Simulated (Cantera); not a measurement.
A diamond (100) surface in a fixed gas of H2 with x(CH4) = 0.0068, x(H) = 0.015, x(CH3) = 0.00046, 0.0760 bar; coverages are run to steady state.

Cantera simulation using the Harris–Goodwin 1993 mechanism for the reconstructed diamond (100) surface; the numbers are that mechanism's predictions, not measurements.

θ: site fractions in the mechanism's names (c6HH fully hydrogenated, c6H* and c6*H radical sites, c6** diradical, c6HM methylated).

| T (K) | growth (µm/h) | θ c6HH | θ c6H* | θ c6*H | θ c6** | θ c6HM |
|---|---|---|---|---|---|---|
| 950 | [?] | 0.627 | 0.0140 | 0.327 | 0.00652 | 0.0201 |
| 1000 | [?] | 0.584 | 0.0181 | 0.366 | 0.00953 | 0.0162 |
| 1050 | [?] | 0.542 | 0.0227 | 0.403 | 0.0134 | 0.0131 |
| 1100 | 25.3 | 0.504 | 0.0277 | 0.435 | 0.0181 | 0.0103 |
| 1150 | 26.7 | 0.468 | 0.0329 | 0.463 | 0.0237 | 0.00760 |
| 1200 | 24.8 | 0.435 | 0.0384 | 0.488 | 0.0302 | 0.00498 |
| 1250 | [?] | 0.405 | 0.0439 | 0.508 | 0.0376 | 0.00278 |
| 1300 | [?] | 0.378 | 0.0493 | 0.524 | 0.0457 | 0.00136 |
| 1350 | [?] | 0.352 | 0.0547 | 0.537 | 0.0545 | 0.000609 |
| 1400 | [?] | 0.329 | 0.0599 | 0.546 | 0.0638 | 0.000264 |

What belongs in the gaps?


- 950, growth (µm/h): 14.1
- 1000, growth (µm/h): 18.0
- 1050, growth (µm/h): 22.0
- 1250, growth (µm/h): 20.1
- 1300, growth (µm/h): 15.4
- 1350, growth (µm/h): 12.4
- 1400, growth (µm/h): 11.3
